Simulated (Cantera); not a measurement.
Feed: 1 mol CuO, 1.5 mol CH4, 1.2 mol N2, held at 1773.15 K and 2.40 bar.

These are equilibrium values from Cantera (NASA tables, ideal gas, pure condensed phases), not measurements of a reactor. Candidate condensed phases: C, C6H6, C7H8, C8H18, Cu, CuO, Cu(OH)2, Cu2O, H2O; 139 gas species. Equilibrium is a limit: real reactors are often held back by kinetics, nucleation or transport.

Base state: H2 0.575, N2 0.230, CO 0.192, HCN 0.00195, CH4 0.000668, Cu 0.000165, H 0.000139, H2O 8.66e-5 (mole fractions); condensed: C(graphite) + Cu(l).

### Question
What changes in the equilibrium state with this change: pressure from 2.40 bar to 13.0 Pa?

### Answer
| species | before | after |
|---|---|---|
| H2 | 0.575 | 0.470 |
| N2 | 0.230 | 0.191 |
| CO | 0.192 | 0.160 |
| Cu | 0.000165 | 0.160 |
| H | 0.000139 | 0.0171 |
| CH4 | 0.000668 | 2.42e-8 |
| H2O | 8.66e-5 | 3.19e-9 |
| C(graphite), mol | 0.486 | 0.489 |
| Cu(l), mol | 0.999 | 0 |
